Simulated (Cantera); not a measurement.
Charge: 1 mol FeS, 7.3 mol O2, equilibrated at 0.470 bar.

Cantera equilibrium calculation (NASA polynomials, part measured and part estimated; ideal gas, pure solids and liquids). Candidate condensed phases: Fe, FeO, FeS, FeSO4, FeS2, Fe2O3, Fe2(SO4)3, Fe3O4, S; 12 gas species. Equilibrium is a limit: real reactors are often held back by kinetics, nucleation or transport.

Problem. At 1825 K, list the 4 most abundant gas species with their mole fractions, and the condensed phases.

Solution. O2 0.849, SO2 0.150, SO3 0.000913, O 0.000207. Condensed: Fe3O4(s).
